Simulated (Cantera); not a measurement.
A freely propagating, adiabatic, planar premixed flame of 41.6 % H2, 12.2 % O2, 46.2 % N2, unburnt at 450 K and 100.0 Torr; mixture-averaged transport, grid criteria slope 0.08 and curve 0.16, no radiation.

Detailed kinetics in Cantera: the H2/O2 subset of GRI-Mech 3.0, which has no nitrogen chemistry. Burning velocities carry a grid error of a few per cent, more on coarse grids.

Problem. Predict: laminar burning velocity; thermal thickness; peak x(OH); peak x(H); peak x(O); peak x(H2O2).

Solution. 
| Item | Result |
|---|---|
| laminar burning velocity | 436 cm/s |
| thermal thickness | 5.63 mm |
| peak x(OH) | 0.00723 |
| peak x(H) | 0.123 |
| peak x(O) | 0.00619 |
| peak x(H2O2) | 5.90e-6 |
